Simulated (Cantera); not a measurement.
Cantera run:

```python
import numpy as np
import cantera as ct

gas_names = """
    F2 H2 HF ALF3 SiF4
""".split()
cond_names = """
    Mg(cr) Mg(L) MgF2(s) MgF2(L) AL(cr) AL(L) Si(cr) Si(L)
""".split()


# ... load() reads the species with a 1 bar reference pressure and builds the phases ...
species = {s.name: s for s in load("nasa_gas.yaml", gas_names) + load("nasa_condensed.yaml", cond_names)}
# Each term lists the table entries of one substance; the one whose range holds T is used.
reactions = {
    'Mg + F2(g) = MgF2':
        [(-1, ['Mg(cr)', 'Mg(L)']), (-1, ['F2']), (1, ['MgF2(s)', 'MgF2(L)'])],
    'H2(g) + F2(g) = 2 HF(g)':
        [(-1, ['H2']), (-1, ['F2']), (2, ['HF'])],
    '0.6667 Al + F2(g) = 0.6667 AlF3(g)':
        [(-0.6666666666666666, ['AL(cr)', 'AL(L)']), (-1, ['F2']), (0.6666666666666666, ['ALF3'])],
    '0.5 Si + F2(g) = 0.5 SiF4(g)':
        [(-0.5, ['Si(cr)', 'Si(L)']), (-1, ['F2']), (0.5, ['SiF4'])],
}


def pick(names, T):
    return next(species[n] for n in names if species[n].thermo.min_temp <= T <= species[n].thermo.max_temp)


results = []
for label, terms in reactions.items():
    print(label)
    print("     T/K   dH/kJ  dS/(J/K)   dG/kJ   log10 K")
    for T in [300, 448, 498, 548, 598, 648, 698, 748, 798, 848]:
        used = [(nu, pick(names, T)) for nu, names in terms]
        dH = sum(nu * s.thermo.h(T) for nu, s in used) / 1e6
        dS = sum(nu * s.thermo.s(T) for nu, s in used) / 1e3
        dG = dH - T * dS / 1e3
        logK = -dG * 1e6 / (ct.gas_constant * T * np.log(10))
        results.append((label, T, dH, dS, dG, logK, [s.name for _, s in used]))
        print(f"{T:8g} {dH:8.1f} {dS:8.1f} {dG:8.1f} {logK:8.2f}")
```

Result:

```
Mg + F2(g) = MgF2
     T/K   dH/kJ  dS/(J/K)   dG/kJ   log10 K
     300  -1124.3   -178.0  -1070.8   186.45
     448  -1123.0   -174.8  -1044.7   121.81
     498  -1122.5   -173.6  -1036.0   108.66
     548  -1121.9   -172.5  -1027.4    97.92
     598  -1121.3   -171.5  -1018.8    88.99
     648  -1120.7   -170.5  -1010.2    81.43
     698  -1120.1   -169.7  -1001.7    74.96
     748  -1119.5   -168.8   -993.2    69.36
     798  -1118.9   -168.1   -984.8    64.46
     848  -1118.4   -167.4   -976.4    60.14
H2(g) + F2(g) = 2 HF(g)
     T/K   dH/kJ  dS/(J/K)   dG/kJ   log10 K
     300   -545.1     14.1   -549.3    95.64
     448   -545.6     12.8   -551.3    64.28
     498   -545.9     12.2   -551.9    57.89
     548   -546.1     11.7   -552.5    52.67
     598   -546.4     11.2   -553.1    48.31
     648   -546.7     10.7   -553.7    44.63
     698   -547.0     10.2   -554.2    41.47
     748   -547.4      9.8   -554.7    38.73
     798   -547.7      9.3   -555.2    36.34
     848   -548.1      8.9   -555.6    34.22
0.6667 Al + F2(g) = 0.6667 AlF3(g)
     T/K   dH/kJ  dS/(J/K)   dG/kJ   log10 K
     300   -806.2    -37.2   -795.1   138.43
     448   -806.9    -39.2   -789.4    92.04
     498   -807.2    -39.7   -787.4    82.59
     548   -807.3    -40.0   -785.4    74.86
     598   -807.5    -40.3   -783.4    68.43
     648   -807.7    -40.7   -781.4    62.98
     698   -807.9    -41.0   -779.3    58.32
     748   -808.1    -41.2   -777.3    54.28
     798   -808.4    -41.5   -775.2    50.74
     848   -808.6    -41.9   -773.1    47.62
0.5 Si + F2(g) = 0.5 SiF4(g)
     T/K   dH/kJ  dS/(J/K)   dG/kJ   log10 K
     300   -807.5    -70.8   -786.2   136.89
     448   -807.9    -72.1   -775.6    90.44
     498   -808.0    -72.2   -772.0    80.98
     548   -808.1    -72.3   -768.4    73.24
     598   -808.1    -72.4   -764.8    66.80
     648   -808.1    -72.4   -761.2    61.36
     698   -808.1    -72.4   -757.6    56.69
     748   -808.1    -72.4   -753.9    52.65
     798   -808.1    -72.4   -750.3    49.11
     848   -808.0    -72.3   -746.7    45.99
```

Cantera with NASA thermochemical tables; ideal gases at 1 bar, condensed phases pure. Condensed species are held in their standard states even where they would react or evaporate.
